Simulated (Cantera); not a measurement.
**Thermodynamics of silicon oxide and oxynitride deposition, feed SiCl₄ + N₂O**

Input: 1 mol SiCl₄, 16 mol N₂O, held at 0.133 bar.

These are equilibrium values from Cantera (NASA tables, ideal gas, pure condensed phases), not measurements of a reactor. Candidate condensed phases: Si, SiO₂, Si₂N₂O, Si₃N₄; 23 gas species. The tables hold silica as quartz up to 1696 K and as liquid above; real silica turns to tridymite and cristobalite and melts near 1996 K. Equilibrium is a limit: real reactors are often held back by kinetics, nucleation or transport.

```csv
T (K),log p N₂,log p O₂,log p Cl,log p Cl₂,log p NO,n SiO₂(α-quartz),n SiO₂(β-quartz),n SiO₂(condensed)
725,-1.07,-1.43,-6.85,-1.97,-7.17,1.00,0,0
875,-1.07,-1.43,-5.32,-1.97,-6.04,0,1.00,0
1025,-1.07,-1.43,-4.24,-1.97,-5.25,0,1.00,0
1175,-1.07,-1.43,-3.43,-1.98,-4.65,0,1.00,0
1325,-1.07,-1.43,-2.81,-2.01,-4.19,0,1.00,0
1475,-1.08,-1.44,-2.35,-2.08,-3.83,0,1.00,0
1625,-1.09,-1.45,-2.02,-2.26,-3.54,0,1.000,0
1775,-1.09,-1.46,-1.83,-2.56,-3.30,0,0,1.000
```
log p: log10 of the partial pressure in bar; n: condensed amount in mol.

At 725 K the condensed part is SiO₂(α-quartz). From 875 K to 1625 K the condensed part is SiO₂(β-quartz). At 1775 K the condensed part is SiO₂(condensed).
